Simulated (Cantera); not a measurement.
Input (Python, Cantera):

```python
import numpy as np
import cantera as ct

gas = ct.Solution("h2o2.yaml")
gas.TPX = 675, 130000, {'H2': 1, 'O2': 0.943, 'N2': 2.83, 'H2O': 0.42}
flame = ct.FreeFlame(gas, width=0.033)
flame.set_refine_criteria(ratio=3, slope=0.08, curve=0.16)
flame.transport_model = "mixture-averaged"
flame.solve(loglevel=0, auto=True)
z, T = flame.grid, flame.T
thick = (T[-1] - T[0]) / np.gradient(T, z).max()
show = ['H2', 'O2', 'H2O', 'H', 'H2O2', 'HO2']
print(f"laminar burning velocity  {flame.velocity[0] * 100:.3f} cm/s")
print(f"burnt temperature         {T[-1]:.1f} K")
print(f"thermal thickness         {thick * 1e3:.4f} mm")
print(f"grid points               {len(z)}")
z0 = z[flame.heat_release_rate.argmax()]
print(f"{'z/mm':>9s}{'T/K':>9s}{'u/(m/s)':>9s}" + "".join(f"{s:>11s}" for s in show))
rows = []
for k in (-3, -2, -1.5, -1, -0.5, -0.25, 0, 0.25, 0.5, 1, 2, 4, 8):
    zz = z0 + k * thick
    rows.append([k * thick, np.interp(zz, z, T), np.interp(zz, z, flame.velocity),
                 *(np.interp(zz, z, flame.X[gas.species_index(s)]) for s in show)])
    print(f"{rows[-1][0] * 1e3:9.3f}{rows[-1][1]:9.1f}{rows[-1][2]:9.3f}" + "".join(f"{x:11.3e}" for x in rows[-1][3:]))
```

Output:

```
laminar burning velocity  483.725 cm/s
burnt temperature         2033.4 K
thermal thickness         0.2785 mm
grid points               110
     z/mm      T/K  u/(m/s)         H2         O2        H2O          H       H2O2        HO2
   -0.835    675.0    4.837  1.926e-01  1.816e-01  8.088e-02  2.312e-14  4.020e-12  2.690e-10
   -0.557    675.0    4.837  1.925e-01  1.816e-01  8.089e-02  3.797e-12  1.505e-10  9.900e-09
   -0.418    675.0    4.835  1.921e-01  1.817e-01  8.093e-02  1.641e-10  2.191e-09  1.411e-07
   -0.278    675.7    4.829  1.901e-01  1.821e-01  8.118e-02  7.997e-08  1.160e-07  6.701e-06
   -0.139    722.4    5.066  1.712e-01  1.841e-01  8.679e-02  1.403e-04  1.740e-05  4.166e-04
   -0.070    934.0    6.382  1.329e-01  1.777e-01  1.146e-01  2.447e-03  3.314e-05  3.696e-04
    0.000   1263.5    8.458  7.400e-02  1.487e-01  1.783e-01  1.024e-02  1.447e-05  1.975e-04
    0.070   1508.5   10.025  3.165e-02  1.155e-01  2.350e-01  1.442e-02  5.698e-06  1.156e-04
    0.139   1648.0   10.907  1.675e-02  1.013e-01  2.588e-01  1.234e-02  3.193e-06  7.928e-05
    0.278   1786.5   11.750  1.019e-02  9.554e-02  2.730e-01  7.132e-03  1.667e-06  4.963e-05
    0.557   1898.7   12.408  6.094e-03  9.400e-02  2.833e-01  2.963e-03  9.298e-07  2.706e-05
    1.114   1972.4   12.829  2.929e-03  9.386e-02  2.910e-01  9.132e-04  5.485e-07  1.280e-05
    2.228   2010.8   13.045  1.203e-03  9.432e-02  2.955e-01  2.339e-04  3.363e-07  6.103e-06
```

Cantera simulation using the H2/O2 subset of GRI-Mech 3.0, which has no nitrogen chemistry; the numbers are that mechanism's predictions, not measurements. Burning velocities carry a grid error of a few per cent, more on coarse grids. Lean hydrogen flames are cellular in practice and burn faster than this planar one.
